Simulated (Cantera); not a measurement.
## Equilibrium for silicon nitride deposition: trisilylamine + NH3 + N2 + O2

Charge: 1 mol trisilylamine, 30 mol NH3, 1.5 mol N2, 0.015 mol O2, at 35.0 mbar.

Equilibrium computed with Cantera from the NASA thermochemical tables; the gas is ideal and each condensed phase is pure. Candidate condensed phases: H2O, Si, SiO2, Si2N2O, Si3N4; 35 gas species. The feed counts by its element totals alone. Mutual solubility and eutectic melting of coexisting phases are not modelled. Equilibrium is a limit: real reactors are often held back by kinetics, nucleation or transport.

| T (°C) | log p H2 | log p N2 | log p H | log p SiO | log p NH3 | log p Si | log p SiH2 | log p SiH | n Si2N2O(s) | n Si3N4(s) |
|---|---|---|---|---|---|---|---|---|---|---|
| 700 | -1.57 | -2.09 | -9.75 | <-13 | -6.56 | <-13 | <-13 | <-13 | 0.0300 | 0.980 |
| 800 | -1.57 | -2.09 | -8.64 | <-13 | -6.83 | <-13 | <-13 | <-13 | 0.0300 | 0.980 |
| 900 | -1.57 | -2.09 | -7.71 | -12.45 | -7.06 | <-13 | <-13 | <-13 | 0.0300 | 0.980 |
| 1000 | -1.57 | -2.09 | -6.93 | -10.41 | -7.26 | <-13 | -11.91 | <-13 | 0.0300 | 0.980 |
| 1100 | -1.57 | -2.09 | -6.26 | -8.67 | -7.43 | -11.69 | -10.45 | -11.72 | 0.0300 | 0.980 |
| 1200 | -1.57 | -2.09 | -5.68 | -7.18 | -7.57 | -9.91 | -9.20 | -10.14 | 0.0299 | 0.980 |
| 1300 | -1.57 | -2.09 | -5.18 | -5.88 | -7.70 | -8.35 | -8.10 | -8.76 | 0.0275 | 0.981 |
| 1400 | -1.57 | -2.09 | -4.73 | -4.79 | -7.81 | -6.99 | -7.14 | -7.55 | 0 | 0.990 |
log p: log10 of the partial pressure in bar; n: condensed amount in mol.

From 700 °C to 1300 °C the condensed part is Si2N2O(s) + Si3N4(s). At 1400 °C the condensed part is Si3N4(s).
